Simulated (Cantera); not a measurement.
Input (Python, Cantera):

```python
import numpy as np
import cantera as ct

gas = ct.Solution("h2o2.yaml")
gas.TPX = 325, 101325, {'H2': 1, 'O2': 0.676, 'N2': 2.54}
flame = ct.FreeFlame(gas, width=0.04)
flame.set_refine_criteria(ratio=3, slope=0.08, curve=0.16)
flame.transport_model = "mixture-averaged"
flame.solve(loglevel=0, auto=True)
z, T = flame.grid, flame.T
thick = (T[-1] - T[0]) / np.gradient(T, z).max()
show = ['H2', 'O2', 'HO2', 'H', 'OH', 'H2O2']
print(f"laminar burning velocity  {flame.velocity[0] * 100:.3f} cm/s")
print(f"burnt temperature         {T[-1]:.1f} K")
print(f"thermal thickness         {thick * 1e3:.4f} mm")
print(f"grid points               {len(z)}")
z0 = z[flame.heat_release_rate.argmax()]
print(f"{'z/mm':>9s}{'T/K':>9s}{'u/(m/s)':>9s}" + "".join(f"{s:>11s}" for s in show))
rows = []
for k in (-3, -2, -1.5, -1, -0.5, -0.25, 0, 0.25, 0.5, 1, 2, 4, 8):
    zz = z0 + k * thick
    rows.append([k * thick, np.interp(zz, z, T), np.interp(zz, z, flame.velocity),
                 *(np.interp(zz, z, flame.X[gas.species_index(s)]) for s in show)])
    print(f"{rows[-1][0] * 1e3:9.3f}{rows[-1][1]:9.1f}{rows[-1][2]:9.3f}" + "".join(f"{x:11.3e}" for x in rows[-1][3:]))
```

Result:

```
laminar burning velocity  163.095 cm/s
burnt temperature         2078.2 K
thermal thickness         0.3419 mm
grid points               111
     z/mm      T/K  u/(m/s)         H2         O2        HO2          H         OH       H2O2
   -1.026    325.0    1.631  2.372e-01  1.603e-01  3.150e-11  3.443e-16  1.280e-14  7.478e-12
   -0.684    325.0    1.631  2.371e-01  1.604e-01  1.176e-09  1.014e-14  4.527e-13  2.841e-10
   -0.513    325.1    1.630  2.365e-01  1.605e-01  2.869e-08  5.337e-13  3.366e-11  7.034e-09
   -0.342    326.1    1.630  2.340e-01  1.610e-01  6.195e-07  6.102e-11  4.060e-09  1.547e-07
   -0.171    369.4    1.801  2.116e-01  1.647e-01  1.140e-04  1.200e-06  9.265e-06  2.468e-05
   -0.085    652.5    3.068  1.657e-01  1.593e-01  3.649e-04  1.188e-03  7.270e-04  8.984e-05
    0.000   1071.7    4.917  1.022e-01  1.306e-01  1.456e-04  9.596e-03  1.758e-03  2.165e-05
    0.085   1372.9    6.252  4.857e-02  8.975e-02  7.620e-05  1.829e-02  5.209e-03  5.737e-06
    0.171   1545.8    7.017  2.472e-02  6.688e-02  4.761e-05  1.902e-02  8.517e-03  3.119e-06
    0.342   1715.6    7.742  1.527e-02  5.630e-02  2.991e-05  1.316e-02  1.099e-02  1.457e-06
    0.684   1860.2    8.333  1.090e-02  5.264e-02  1.843e-05  6.683e-03  1.120e-02  7.268e-07
    1.368   1966.5    8.754  6.462e-03  5.061e-02  1.014e-05  2.643e-03  9.619e-03  4.195e-07
    2.735   2031.6    9.005  3.100e-03  4.981e-02  5.123e-06  8.124e-04  7.107e-03  2.587e-07
```

Cantera simulation using the H2/O2 subset of GRI-Mech 3.0, which has no nitrogen chemistry; the numbers are that mechanism's predictions, not measurements. Burning velocities carry a grid error of a few per cent, more on coarse grids.
